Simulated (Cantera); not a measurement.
Input: 1 mol V₂O₅, 540 mol H₂, 77 mol N₂, held at 1325 K and 79.0 Pa.

These are equilibrium values from Cantera (NASA tables, ideal gas, pure condensed phases), not measurements of a reactor. Candidate condensed phases: H₂O, V, VN, VO, V₂O₃, V₂O₄, V₂O₅; 28 gas species. Condensed phases not in the tables: the oxides between V₂O₃ and V₂O₅ other than VO₂. Kinetics and transport are ignored.

Q: What is the equilibrium state?

A: 
| Item | Result |
|---|---|
| x(H₂) | 0.872 |
| x(N₂) | 0.125 |
| x(H₂O) | 0.00324 |
| x(H) | 5.43e-5 |
| n(V₂O₃(s)) | 1.000 mol |
| gas amount | 617.0 mol |
| log10 activity of V(s) (absent) | -3.48 |
| log10 activity of V₂O₅(l) (absent) | -13.29 |
